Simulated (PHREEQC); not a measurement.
A solution holds 0.12 mol/kgw HF, 0.3 mol/kgw NH4HSO4 and 0.025 mol/kgw H3PO4, at 25 °C. Closed to the air; pH follows from the charge balance.

The numbers come from PHREEQC with the ion-association model, phreeqc.dat.

Question: The ionic strength comes out as 0.448 mol/kgw. What activity coefficients do HF2-, HSO4-, F-, SO4-2, H+ get?

Answer: HF2- 0.73, HSO4- 0.73, F- 0.64, SO4-2 0.21, H+ 0.77.

No solid was allowed to form.
